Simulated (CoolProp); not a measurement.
Model: reference Helmholtz-energy equation of state, Thol 2019, in CoolProp.

Question: For n-hexane, give the phase and the Z, Prandtl number at 343.7 K and 37.7 bar; 298 K and 50.8 bar.

Answer: 
- 343.7 K and 37.7 bar: liquid; Z 0.184, Prandtl number 4.66
- 298 K and 50.8 bar: liquid; Z 0.268, Prandtl number 5.81

Viscosity comes from a separate model (Michailidou 2013). Thermal conductivity comes from a separate model (Assael 2013).
